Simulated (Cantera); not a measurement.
Charge: 1 mol SiH2Cl2, 2.6 mol HCl, 140 mol N2, at 100 Torr.

Method: chemical equilibrium by Gibbs-energy minimisation in Cantera with the NASA 1993 tables (ideal gas, pure condensed phases). Candidate condensed phases: NH4Cl, Si, Si3N4; 28 gas species. N2 is the only nitrogen source here; it is nearly inert below about 1500 K, so the nitride shown seldom forms there in practice. The tables' values for SiCl3 are old estimates; treat these amounts as uncertain. Equilibrium is a limit: real reactors are often held back by kinetics, nucleation or transport.

x: gas mole fraction; n: condensed amount in mol.

```
T (K)   x N2   x HCl     x H2     x SiCl2  n Si3N4(s)
-----  -----  ------  -------  ----------  ----------
948    0.970  0.0226  0.00468  (withheld)       0.221
1048   0.970  0.0234  0.00428  (withheld)       0.230
1148   0.970  0.0240  0.00399  (withheld)       0.237
1248   0.970  0.0244  0.00378  (withheld)       0.240
1348   0.970  0.0245  0.00371  (withheld)       0.235
1448   0.969  0.0240  0.00397  (withheld)       0.204
1548   0.969  0.0221  0.00491  (withheld)       0.133
```

### Question
Fill in the missing entries.

### Answer

- 948, x SiCl2: 8.12e-9
- 1048, x SiCl2: 2.36e-7
- 1148, x SiCl2: 3.75e-6
- 1248, x SiCl2: 3.75e-5
- 1348, x SiCl2: 0.000252
- 1448, x SiCl2: 0.00113
- 1548, x SiCl2: 0.00311
